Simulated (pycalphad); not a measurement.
CALPHAD calculation (pycalphad, COST 507 light-alloy database (1999)), 1 atm. No gas phase is included, though pure Mg would boil below 1377 °C. The database dates from 1999; later assessments differ in places, in temperatures and in the compounds included. Kinetics are ignored, which matters at the lower temperatures.

How does the equilibrium phase assembly of Mg-6.634Al-2.938Si (wt.%) change on cooling from 1377 °C to 97 °C?


| T (°C) | phases above | phases below |
|---|---|---|
| 688.7 | liquid | liquid + MG2SI |
| 604.7 | liquid + MG2SI | hcp + liquid + MG2SI |
| 512.0 | hcp + liquid + MG2SI | hcp + MG2SI |
| 319.2 | hcp + MG2SI | ALMG_GAMMA + hcp + MG2SI |
Changes were sought between steps of 40 K, so a narrower field can be missed.

Database names, with the compositions (at.%) that they take in these runs: MG2SI: Mg 67 Si 33; ALMG_GAMMA: Mg 59 Al 41.
